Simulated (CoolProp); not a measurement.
The numbers come from the reference Helmholtz-energy equation of state, Thol 2019 in CoolProp.

Give the vapour pressure (bar), vapour density (kg/m³), enthalpy of vaporisation (kJ/kg), liquid cp (kJ/(kg K)) of saturated dodecamethylpentasiloxane (MD3M) at 133.35, 211.55 °C.


```csv
T (°C),p (bar),vapour density (kg/m³),enthalpy of vaporisation (kJ/kg),liquid cp (kJ/(kg K))
133.35,0.0532,0.614,143,1.95
211.55,0.651,6.75,117,2.12
```
